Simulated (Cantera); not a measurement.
An isothermal, constant-pressure homogeneous reactor starts with 0.406 % H2, 76.6 % O2, 23.0 % N2, at 1298 K and 0.0263 atm.

Cantera simulation using GRI-Mech 3.0 (53 species, 325 reactions); the numbers are that mechanism's predictions, not measurements. Radical loss at walls, strong at low pressure, is not modelled.

One state of this run: x H2 = 0.00370; x O2 = 0.766; x NO = <1e-12; x O = 0.000244; x HO2 = 5.85e-7; x H = 1.37e-5. x: mole fraction; the columns are a selection and need not sum to one.

### Question
Which value of t (s) does it belong to?
A) 0.00464
B) 4.64e-5
C) 0.100
D) 0.00100

### Answer
A, 0.00464
